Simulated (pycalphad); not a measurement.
CALPHAD calculation (pycalphad, COST 507 light-alloy database (1999)), 1 atm. These are 1990s assessments: newer ones move some temperatures and phases. Amounts are mole fractions of atoms.

Problem. Give the equilibrium state of Al-13.2Si (at.%) at 427 °C.

Solution. 
```
T = 700.00 K, P = 101325 Pa, N = 1 mol of atoms
G = -23914 J/mol, H = 10759 J/mol, S = 49.53 J/(mol K)  (SER reference)
chemical potentials (J/mol): Al -24892, Si -17484
phase             fraction      x(Al)      x(Si)
FCC_A1              0.8711     0.9965     0.0035
DIAMOND_A4          0.1289   2.92e-08     1.0000
```

FCC_A1 is fcc; DIAMOND_A4 is diamond (Si).
